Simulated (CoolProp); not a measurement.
Vapour-liquid equilibrium of n-heptane (1) + n-dodecane (2) at 0.0933 MPa; x and y are mole fractions of (1).

Computed with CoolProp (multi-fluid Helmholtz-energy mixture model, Span 2003 and Lemmon 2004; pair parameters Bell 2016).

### Question
Give the bubble temperature and the first vapour's composition at x = 0.25, 0.35, 0.65. Is there an azeotrope?

### Answer
x = 0.25: 421.6 K, y = 0.876; x = 0.35: 407.7 K, y = 0.934; x = 0.65: 383.6 K, y = 0.986. No azeotrope shows between x = 0.05 and 0.95.

The pair parameters rest on a limited set of measurements; away from them the model extrapolates.
